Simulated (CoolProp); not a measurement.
The numbers come from the reference Helmholtz-energy equation of state, Lemmon 2006 in CoolProp. It is a short technical equation, of lower accuracy than the large ones.

Problem. For acetone, give the phase and the density (kg/m³), cv (kJ/(kg K)), speed of sound (m/s), fugacity coefficient at 26.15 °C and 0.101 MPa.

Solution. 
- 26.15 °C and 0.101 MPa: liquid; density 783, cv 1.55, speed of sound 1160, fugacity coefficient 0.312
